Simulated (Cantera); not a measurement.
A jet of 6.12 % CH₄, 10.5 % O₂, 83.3 % N₂, equivalence ratio 1.2 at 300 K and 0.220 bar hits a platinum plate 3.2 cm away at a mass flux of 0.045 kg/m²/s; the plate temperature is set and raised in steps from an oxygen-covered start.

Cantera simulation using Deutschmann's 1995 Pt surface mechanism with GRI-Mech 3.0 gas chemistry; the numbers are that mechanism's predictions, not measurements. Catalytic surfaces can have several steady states; this one follows from the mechanism file's or the stated starting coverage.

x: mole fraction at the wall; θ: surface coverage.

```csv
plate T (K),wall x CH₄,wall x O₂,wall x H₂O,wall x OH,wall x CO,wall x CO₂,θ free Pt,θ H*,θ O*,θ OH*,θ CO*,θ C*
850,0.0425,0.0654,0.0353,<1e-8,1.12e-5,0.0231,0.132,5.40e-8,0.865,…,4.07e-5,1.04e-7
900,0.00617,0.00273,0.101,<1e-8,0.0276,0.0352,0.495,0.000133,4.74e-5,…,0.501,0.00339
950,0.00409,0.00192,0.105,<1e-8,0.0345,0.0295,0.611,0.000329,2.50e-5,…,0.385,0.00431
1000,0.00286,0.00143,0.106,<1e-8,0.0378,0.0271,0.730,0.000663,1.73e-5,…,0.265,0.00431
1050,0.00221,0.00116,0.105,<1e-8,0.0377,0.0280,0.832,0.00105,1.60e-5,…,0.163,0.00331
```

Fill in the missing entries.


- 850, θ OH*: 0.00249
- 900, θ OH*: 4.95e-5
- 950, θ OH*: 3.25e-5
- 1000, θ OH*: 2.46e-5
- 1050, θ OH*: 2.12e-5
